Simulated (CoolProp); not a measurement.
The numbers come from the reference Helmholtz-energy equation of state, Thol 2018 in CoolProp.

Q: Give the vapour pressure (bar), liquid density (kg/m³), enthalpy of vaporisation (kJ/kg), vapour Z of saturated hydrogen chloride at 189.7 K.

A: 
```json
[
 {"T (K)": "189.7", "p (bar)": "1.10", "liquid density (kg/m³)": "1180", "enthalpy of vaporisation (kJ/kg)": "442", "vapour Z": "0.969"}
]
```
